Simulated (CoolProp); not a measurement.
Vapour-liquid equilibrium of isohexane (1) + n-heptane (2) at 162 kPa; x and y are mole fractions of (1).

The numbers come from the multi-fluid Helmholtz-energy mixture model, Lemmon 2006 and Span 2003; pair parameters Bell 2016 in CoolProp.

```
x      bubble temperature (K)  y at the bubble point  dew temperature at overall composition x (K)  liquid density (mol/L)
-----  ----------------------  ---------------------  --------------------------------------------  ----------------------
0.05                    385.3                  0.118                                         387.1                   6.021
0.125                   381.1                  0.269                                             ?                   6.101
0.2                     377.2                  0.395                                         383.1                   6.180
0.275                   373.7                  0.502                                         381.0                   6.256
0.35                        ?                  0.592                                         378.7                   6.332
0.425                   367.3                  0.669                                         376.3                   6.406
0.5                     364.4                  0.735                                         373.7                   6.480
0.575                   361.6                  0.792                                         371.0                   6.553
0.65                    359.1                  0.841                                         368.0                   6.625
0.725                   356.7                  0.884                                         364.8                   6.697
0.8                     354.4                  0.922                                         361.2                   6.768
0.875                   352.2                  0.954                                         357.2                   6.839
0.95                    350.2                  0.983                                             ?                   6.909
```

Fill in the missing entries.


- 0.125, dew temperature at overall composition x (K): 385.1
- 0.35, bubble temperature (K): 370.3
- 0.95, dew temperature at overall composition x (K): 352.5

No azeotrope shows between x = 0.05 and 0.95.

The pair parameters rest on a limited set of measurements; away from them the model extrapolates.
